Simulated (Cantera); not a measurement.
## Equilibrium for aluminium nitride and oxide growth: Al(CH3)3 + NH3 + H2 + N2O

A closed system holds: 1 mol Al(CH3)3, 10 mol NH3, 1 mol H2, 26 mol N2O, held at 0.0510 bar.

These are equilibrium values from Cantera (NASA tables, ideal gas, pure condensed phases), not measurements of a reactor. Candidate condensed phases: Al, AlN, Al2O3, C, C6H6, C7H8, C8H18, H2O; 148 gas species. The feed counts by its element totals alone. Gases not in the tables: Al(OH)3. Kinetics and transport are ignored.

```json
[
 {"T (K)": "650", "x N2": "0.569", "x H2O": "0.340", "x CO2": "0.0547", "x H2": "0.0363", "x CO": "0.000374", "n Al2O3(s)": "0.500"},
 {"T (K)": "800", "x N2": "0.569", "x H2O": "0.341", "x CO2": "0.0537", "x H2": "0.0354", "x CO": "0.00132", "n Al2O3(s)": "0.500"},
 {"T (K)": "950", "x N2": "0.569", "x H2O": "0.342", "x CO2": "0.0522", "x H2": "0.0338", "x CO": "0.00288", "n Al2O3(s)": "0.500"},
 {"T (K)": "1100", "x N2": "0.569", "x H2O": "0.344", "x CO2": "0.0503", "x H2": "0.0320", "x CO": "0.00474", "n Al2O3(s)": "0.500"},
 {"T (K)": "1250", "x N2": "0.569", "x H2O": "0.346", "x CO2": "0.0485", "x H2": "0.0301", "x CO": "0.00660", "n Al2O3(s)": "0.500"},
 {"T (K)": "1400", "x N2": "0.569", "x H2O": "0.348", "x CO2": "0.0468", "x H2": "0.0284", "x CO": "0.00829", "n Al2O3(s)": "0.500"},
 {"T (K)": "1550", "x N2": "0.569", "x H2O": "0.349", "x CO2": "0.0453", "x H2": "0.0269", "x CO": "0.00976", "n Al2O3(s)": "0.500"},
 {"T (K)": "1700", "x N2": "0.569", "x H2O": "0.350", "x CO2": "0.0440", "x H2": "0.0257", "x CO": "0.0110", "n Al2O3(s)": "0.500"},
 {"T (K)": "1850", "x N2": "0.569", "x H2O": "0.351", "x CO2": "0.0429", "x H2": "0.0247", "x CO": "0.0121", "n Al2O3(s)": "0.500"},
 {"T (K)": "2000", "x N2": "0.568", "x H2O": "0.350", "x CO2": "0.0416", "x H2": "0.0245", "x CO": "0.0134", "n Al2O3(s)": "0.500"}
]
```
x: gas mole fraction; n: condensed amount in mol.

From 650 K to 2000 K the condensed part is Al2O3(s).
